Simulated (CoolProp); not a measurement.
Computed with CoolProp (reference Helmholtz-energy equation of state, Guder 2009).

**Question.** Give the vapour pressure (bar), vapour density (kg/m³), enthalpy of vaporisation (kJ/kg) of saturated sulfur hexafluoride at -20.65 °C.

**Answer.** 
| T (°C) | p (bar) | vapour density (kg/m³) | enthalpy of vaporisation (kJ/kg) |
|---|---|---|---|
| -20.65 | 6.75 | 55.2 | 96.9 |
